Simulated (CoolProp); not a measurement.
Diethyl ether at several states: Z from the reference equation and from simpler models built on Tc = 194.7 °C, pc = 3.717 MPa, ω = 0.282; each cubic takes its own stable root.

Values from CoolProp's reference Helmholtz-energy equation of state, Thol 2014.

```csv
T (°C),p (MPa),phase,reference,van der Waals,Redlich-Kwong,Soave-Redlich-Kwong
102.65,1.26,liquid,0.04922,0.7913,0.05795,0.05487
88.15,1.36,liquid,0.05332,0.08876,0.06201,0.05896
17.95,0.0118,gas,0.9937,0.9972,0.9960,0.9954
20.85,19.2,liquid,0.7921,1.247,0.8772,0.8578
57.15,0.0126,gas,0.9960,0.9977,0.9969,0.9966
167.45,0.243,gas,0.9721,0.9771,0.9730,0.9723
```

At some of these states van der Waals gives the other phase, because its saturation line lies elsewhere.
